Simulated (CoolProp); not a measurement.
Vapour-liquid equilibrium of R124 (1) + R142b (2) at 198 kPa; x and y are mole fractions of (1).

Values from CoolProp's multi-fluid Helmholtz-energy mixture model, de Vries 1995 and Lemmon 2006; pair parameters Bell 2016.

Give the bubble temperature and the first vapour's composition at x = 0.25, 0.45, 0.65. Is there an azeotrope?

x = 0.25: 281.2 K, y = 0.264; x = 0.45: 280.7 K, y = 0.472; x = 0.65: 280.1 K, y = 0.677. No azeotrope shows between x = 0.05 and 0.95.

The pair parameters rest on a limited set of measurements; away from them the model extrapolates.
